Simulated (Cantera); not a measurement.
An isothermal, constant-pressure homogeneous reactor starts with 14.5 % NO, 85.5 % N₂, at 2025 K and 93000 Pa.

Detailed kinetics in Cantera: GRI-Mech 3.0 (53 species, 325 reactions).

x: mole fraction; the columns are a selection and need not sum to one.

| t (s) | x NO | x NO₂ | x O | x N₂ | x O₂ | x N₂O |
|---|---|---|---|---|---|---|
| 0.000100 | 0.145 | 7.30e-7 | ___ | 0.855 | 2.85e-8 | 2.39e-6 |
| 0.000233 | 0.145 | 2.42e-6 | ___ | 0.855 | 1.67e-7 | 4.74e-6 |
| 0.000543 | 0.145 | 7.14e-6 | ___ | 0.855 | 1.20e-6 | 7.86e-6 |
| 0.00127 | 0.145 | 1.71e-5 | ___ | 0.855 | 9.98e-6 | 9.94e-6 |
| 0.00295 | 0.145 | 2.50e-5 | 4.44e-5 | 0.855 | 5.98e-5 | 1.02e-5 |
| 0.00688 | 0.144 | 2.63e-5 | 4.69e-5 | 0.855 | 0.000205 | 1.02e-5 |
| 0.0160 | 0.144 | 2.77e-5 | 4.93e-5 | 0.856 | 0.000547 | 1.01e-5 |
| 0.0374 | 0.142 | 3.06e-5 | ___ | 0.856 | 0.00135 | 9.84e-6 |
| 0.0872 | 0.138 | 3.60e-5 | ___ | 0.858 | 0.00326 | 9.30e-6 |
| 0.203 | 0.129 | 4.47e-5 | ___ | 0.863 | 0.00776 | 8.10e-6 |
| 0.474 | 0.109 | 5.29e-5 | ___ | 0.873 | 0.0178 | 5.77e-6 |
| 1.10 | 0.0719 | 4.83e-5 | ___ | 0.892 | 0.0364 | 2.61e-6 |
| 2.57 | 0.0289 | 2.43e-5 | 0.000204 | 0.913 | 0.0579 | 6.45e-7 |
| 6.00 | 0.00811 | 7.37e-6 | ___ | 0.923 | 0.0683 | 3.16e-7 |

Q: Some entries are withheld; supply them.

A: 
- 0.000100, x O: 2.31e-6
- 0.000233, x O: 5.45e-6
- 0.000543, x O: 1.37e-5
- 0.00127, x O: 3.08e-5
- 0.0374, x O: 5.47e-5
- 0.0872, x O: 6.57e-5
- 0.203, x O: 8.61e-5
- 0.474, x O: 0.000120
- 1.10, x O: 0.000164
- 6.00, x O: 0.000221
